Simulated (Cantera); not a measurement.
**Equilibrium for abatement and gas-phase synthesis: N2O + H2O + N2**

Feed: 1 mol N2O, 0.64 mol H2O, 11 mol N2, held at 1.50 bar.

Equilibrium computed with Cantera from the NASA thermochemical tables; the gas is ideal and each condensed phase is pure. Candidate condensed phases: H2O; 47 gas species. Ions and electrons are included (thermal ionisation). Equilibrium is a limit: real reactors are often held back by kinetics, nucleation or transport.

From 3000 K to 5000 K nothing is condensed.

| T (K) | x N2 | x O | x H | x H2O | x N | x O2 | x NO | x OH |
|---|---|---|---|---|---|---|---|---|
| 3000 | 0.885 | 0.0143 | 0.0106 | 0.0283 | 1.07e-5 | 0.0238 | 0.0170 | 0.0148 |
| 3500 | 0.843 | 0.0467 | 0.0450 | 0.00653 | 0.000166 | 0.0135 | 0.0210 | 0.0155 |
| 4000 | 0.813 | 0.0799 | 0.0741 | 0.000465 | 0.00131 | 0.00432 | 0.0172 | 0.00622 |
| 4500 | 0.800 | 0.0950 | 0.0827 | 2.67e-5 | 0.00657 | 0.00109 | 0.0116 | 0.00180 |
| 5000 | 0.783 | 0.100 | 0.0841 | 2.15e-6 | 0.0240 | 0.000307 | 0.00768 | 0.000569 |
x: gas mole fraction; nothing condenses.
